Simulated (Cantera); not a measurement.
A Cantera script and its output.

```python
import numpy as np
import cantera as ct

gas = ct.Solution("gri30.yaml")


def delay(T, t_max=10):
    gas.TPX = T, 52000, {'CH4': 1, 'C2H6': 0.045, 'O2': 3.42, 'N2': 13}
    reactor = ct.IdealGasReactor(gas, clone=False)
    net = ct.ReactorNet([reactor])
    net.rtol, net.atol = 1e-8, 1e-16
    while net.time < t_max:
        t_old, T_old = net.time, reactor.T
        net.step()
        if reactor.T > T + 400:  # ignition: a rise of 400 K
            return t_old + (T + 400 - T_old) / (reactor.T - T_old) * (net.time - t_old)
    return np.nan


taus = []
for T in [1298, 1348, 1398, 1448, 1498, 1548, 1598, 1648, 1698, 1748]:
    taus.append(delay(T))
    print(f"T0 = {T:6g} K   tau = {taus[-1]:.4e} s")
```

Result:

```
T0 =   1298 K   tau = 5.2427e-03 s
T0 =   1348 K   tau = 2.8505e-03 s
T0 =   1398 K   tau = 1.6040e-03 s
T0 =   1448 K   tau = 9.4069e-04 s
T0 =   1498 K   tau = 5.7781e-04 s
T0 =   1548 K   tau = 3.7228e-04 s
T0 =   1598 K   tau = 2.5114e-04 s
T0 =   1648 K   tau = 1.7675e-04 s
T0 =   1698 K   tau = 1.2923e-04 s
T0 =   1748 K   tau = 9.7734e-05 s
```

Detailed kinetics in Cantera: GRI-Mech 3.0 (53 species, 325 reactions).
